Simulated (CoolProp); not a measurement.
Properties of dimethyl carbonate along the isotherm 297.7 K.

The numbers come from the reference Helmholtz-energy equation of state, Zhou 2011 in CoolProp.

```csv
p (MPa),phase,speed of sound (m/s),Joule-Thomson coefficient (K/MPa),fugacity coefficient
0.00776,liquid,1200,-0.3229,0.9114
0.0131,liquid,1200,-0.3229,0.5400
0.0221,liquid,1200,-0.3230,0.3202
0.0373,liquid,1200,-0.3230,0.1898
0.063,liquid,1200,-0.3230,0.1125
0.106,liquid,1200,-0.3230,0.06694
0.179,liquid,1201,-0.3231,0.03974
0.303,liquid,1201,-0.3232,0.02358
0.511,liquid,1202,-0.3234,0.01408
0.862,liquid,1204,-0.3238,0.008448
1.45,liquid,1206,-0.3244,0.005124
2.45,liquid,1211,-0.3253,0.003138
```
